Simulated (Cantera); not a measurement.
## Gas-phase reforming

An isothermal, constant-pressure homogeneous reactor starts with 50.0 % CH4, 50.0 % H2O, at 1625 K and 16.8 atm.

Detailed kinetics in Cantera: GRI-Mech 3.0 (53 species, 325 reactions). The pressure lies above the range GRI-Mech 3.0 was tuned for (to about 10 atm).

```
t (s)     x CH4  x H2O      x H2    x C2H4    x H2O2      x H
--------  -----  -----  --------  --------  --------  -------
7.00e-6   0.500  0.500  0.000187   7.86e-6    <1e-12  1.22e-7
1.99e-5   0.499  0.500  0.000579   4.89e-5  1.26e-12  1.40e-7
5.68e-5   0.497  0.500   0.00185  0.000278  1.79e-12  1.98e-7
0.000162  0.490  0.499   0.00666   0.00174  2.80e-12  4.14e-7
0.000461  0.467  0.494    0.0255   0.00779  3.30e-12  1.11e-6
0.00131   0.412  0.476    0.0787    0.0145  2.59e-12  2.62e-6
0.00374   0.320  0.444     0.172    0.0173  1.94e-12  5.01e-6
0.0107    0.222  0.408     0.270    0.0278  1.77e-12  8.03e-6
0.0304    0.190  0.378     0.317    0.0309  1.63e-12  9.73e-6
0.0865    0.192  0.332     0.352    0.0259  1.13e-12  1.02e-5
0.246     0.186  0.265     0.411    0.0178    <1e-12  1.10e-5
0.702     0.161  0.191     0.488   0.00946    <1e-12  1.20e-5
2.00      0.121  0.126     0.567   0.00394    <1e-12  1.30e-5
```
x: mole fraction; the columns are a selection and need not sum to one.

Equilibrium at this temperature and pressure: CH4 0.00587, H2O 0.00533, H2 0.742, C2H4 5.49e-6, H2O2 <1e-12, H 1.48e-5 (gas phase only).
